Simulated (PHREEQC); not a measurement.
Make-up at 20 °C: 11 mmol/kgw CdCl2. Closed to the air; pH follows from the charge balance.

Computed with PHREEQC (ion-association model, wateq4f.dat).

Q: The ionic strength comes out as 0.0222 mol/kgw. What activity coefficients do Cd+2, Cl-, CdCl+, CdCl3-, H+ get?

A: Cd+2 0.56, Cl- 0.86, CdCl+ 0.87, CdCl3- 0.87, H+ 0.89.

This is a speciation only: nothing precipitates in the calculation.
